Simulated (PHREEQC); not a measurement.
A solution holds 0.011 mol/kgw CdCl2, at 20 °C. Closed to the air; pH follows from the charge balance.

Model: ion-association model, wateq4f.dat, run in PHREEQC.

| Item | Result |
|---|---|
| pH | 5.89 |
| ionic strength | 0.0222 mol/kgw |

```tsv
species	molality	activity	log γ
Cl-	0.0165	0.0142	-0.064
Cd+2	0.00575	0.00324	-0.249
CdCl+	0.00500	0.00433	-0.062
CdCl2	0.000251	0.000252	0.002
CdCl3-	2.42e-6	2.10e-6	-0.062
H+	1.44e-6	1.27e-6	-0.052
CdOHCl	1.25e-6	1.26e-6	0.002
```

No solid was allowed to form.
